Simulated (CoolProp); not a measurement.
Vapour-liquid equilibrium of isobutane (1) + isobutene (2) at -6.45 °C; x and y are mole fractions of (1).

Model: multi-fluid Helmholtz-energy mixture model, Bücker 2006 and Lemmon 2005; pair parameters Bell 2016, in CoolProp.

```
x     bubble pressure (kPa)  y at the bubble point  dew pressure at overall composition x (kPa)  liquid density (mol/L)
----  ---------------------  ---------------------  -------------------------------------------  ----------------------
0.05                  105.0                  0.062                                        104.7                   11.10
0.15                  107.8                  0.180                                        107.1                   10.98
0.25                  110.3                  0.290                                        109.4                   10.87
0.35                  112.6                  0.395                                        111.6                   10.76
0.45                  114.8                  0.494                                        113.8                   10.66
0.55                  116.8                  0.590                                        116.0                   10.55
0.65                  118.6                  0.683                                        118.0                   10.45
0.75                  120.4                  0.775                                        119.9                   10.35
0.85                  121.9                  0.865                                        121.7                   10.26
0.95                  123.4                  0.955                                        123.3                   10.16
```

No azeotrope shows between x = 0.05 and 0.95.

The pair parameters rest on a limited set of measurements; away from them the model extrapolates.
